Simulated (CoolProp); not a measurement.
Vapour-liquid equilibrium of R143a (1) + fluoroethane (R161) (2) at 0.0653 MPa; x and y are mole fractions of (1).

The numbers come from the multi-fluid Helmholtz-energy mixture model, Lemmon and Jacobsen 2000 and Wu 2012; pair parameters Bell 2016 in CoolProp.

Give the bubble temperature and the first vapour's composition at x = 0.125, 0.8, 0.875. Is there an azeotrope?

x = 0.125: -48.4 °C, y = 0.193; x = 0.8: -54.7 °C, y = 0.860; x = 0.875: -55.2 °C, y = 0.914. No azeotrope shows between x = 0.05 and 0.95.

The pair parameters rest on a limited set of measurements; away from them the model extrapolates.
